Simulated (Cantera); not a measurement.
Charge: 1 mol CH₂F₂, 0.19 mol CH₄, 0.97 mol H₂, held at 1.00 bar.

These are equilibrium values from Cantera (NASA tables, ideal gas, pure condensed phases), not measurements of a reactor. Candidate condensed phases: C, C₆H₆, C₇H₈, C₈H₁₈; 95 gas species. Equilibrium is a limit: real reactors are often held back by kinetics, nucleation or transport.

### Question
At 2600 K, list the 7 most abundant gas species with their mole fractions, and the condensed phases.

### Answer
HF 0.590, H₂ 0.380, H 0.0237, C₂H₂ (acetylene) 0.00616, F 9.86e-5, C₄H₂ 4.14e-5, C₂H 3.38e-5. Condensed: C(graphite).
